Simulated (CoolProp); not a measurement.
Vapour-liquid equilibrium of ethylbenzene (1) + o-xylene (2) at 7.39 bar; x and y are mole fractions of (1).

The numbers come from the multi-fluid Helmholtz-energy mixture model, Zhou 2012 and Zhou 2012; pair parameters Bell 2016 in CoolProp.

Give the bubble temperature and the first vapour's composition at x = 0.2, 0.35, 0.8. Is there an azeotrope?

x = 0.2: 510.3 K, y = 0.222; x = 0.35: 508.8 K, y = 0.381; x = 0.8: 504.5 K, y = 0.818. No azeotrope shows between x = 0.05 and 0.95.

The pair parameters rest on a limited set of measurements; away from them the model extrapolates.
